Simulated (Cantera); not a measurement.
A Cantera script and what it prints.

```python
import numpy as np
import cantera as ct

gas_names = """
    N NO NO2 NO3 N2 N2O O O2 O3 S SN SO SO2 SO3 S2 S2O S8
""".split()
cond_names = """
    S(cr1) S(cr2) S(L)
""".split()


# ... load() reads the species with a 1 bar reference pressure and builds the phases ...
atoms = {
    'N2O': {'N': 2, 'O': 1},
    'SO2': {'S': 1, 'O': 2},
}
top_T = {}  # K; cautious upper limits of use, not melting points


# ... equilibrate(T, P, feed) seeds the gas with the atoms and calls Mixture.equilibrate('TP', solver="vcs", rtol=1e-11, max_steps=5000) ...
results = []
feed = {'N2O': 1, 'SO2': 0.051}  # mol
P = 100  # Pa
for T in [523, 673, 823, 973, 1123, 1273, 1423, 1573, 1723, 1873, 2023, 2173]:
    mix = equilibrate(T, P, feed)
    results.append((T, P, feed, dict(zip(mix.species_names, mix.species_moles))))

top = {s: max(r[3][s] / sum(r[3][g] for g in gas_names) for r in results) for s in gas_names}
cols = sorted((s for s in top if top[s] > 0.0001), key=lambda s: -top[s])[:5]
seen = [c for c in cond_names if any(r[3].get(c, 0) > 1e-12 for r in results)]
print("log10 of partial pressures in bar; condensed amounts in mol")
print(f"{'T/K':>10s}" + "".join(f"{s[:9]:>10s}" for s in cols + seen))
for T, P, feed, n in results:
    ng = sum(n[g] for g in gas_names)
    print(f"{T:10.4g}" + "".join(f"{np.log10(max(n[s] / ng * P / 1e5, 1e-99)):10.3f}" for s in cols)
          + "".join(f"{n.get(c, 0):10.4g}" for c in seen))
```

Output:

```
log10 of partial pressures in bar; condensed amounts in mol
       T/K        N2        O2         O       SO3       SO2
       523    -3.183    -3.507   -23.538    -4.476    -7.678
       673    -3.184    -3.506   -17.951    -4.518    -5.517
       823    -3.189    -3.496   -14.386    -5.020    -4.629
       973    -3.190    -3.492   -11.916    -5.850    -4.502
      1123    -3.191    -3.492   -10.103    -6.533    -4.487
      1273    -3.191    -3.492    -8.714    -7.061    -4.484
      1423    -3.191    -3.492    -7.617    -7.477    -4.483
      1573    -3.191    -3.493    -6.728    -7.811    -4.483
      1723    -3.192    -3.495    -5.993    -8.087    -4.484
      1873    -3.194    -3.499    -5.376    -8.319    -4.485
      2023    -3.197    -3.510    -4.854    -8.524    -4.491
      2173    -3.204    -3.536    -4.411    -8.720    -4.508
```

Method: chemical equilibrium by Gibbs-energy minimisation in Cantera with the NASA 1993 tables (ideal gas, pure condensed phases).
